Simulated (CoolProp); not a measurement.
Vapour-liquid equilibrium of R1234ze(E) (1) + R227EA (2) at 0.00255 MPa; x and y are mole fractions of (1).

Model: multi-fluid Helmholtz-energy mixture model, Thol 2016 and Lemmon 2016; pair parameters Bell 2023, in CoolProp.

```tsv
x	bubble temperature, mixture model (K)	bubble temperature, Raoult's law (K)	y, mixture model	y, Raoult's law
0.05	195.5	195.5	?	0.060
0.2	195.0	195.2	?	0.232
0.35	194.6	194.8	?	0.394
0.5	?	194.5	0.550	0.547
0.65	193.9	194.1	?	0.692
0.8	193.6	193.8	0.822	0.829
0.95	193.4	193.5	0.955	0.958
```

Q: Fill in the missing entries.

A: 
- 0.05, y, mixture model: 0.063
- 0.2, y, mixture model: 0.241
- 0.35, y, mixture model: 0.402
- 0.5, bubble temperature, mixture model (K): 194.2
- 0.65, y, mixture model: 0.688

The largest gap from Raoult's law is -0.3 K in bubble temperature, at x = 0.5. No azeotrope shows between x = 0.05 and 0.95.

The pair parameters rest on a limited set of measurements; away from them the model extrapolates.
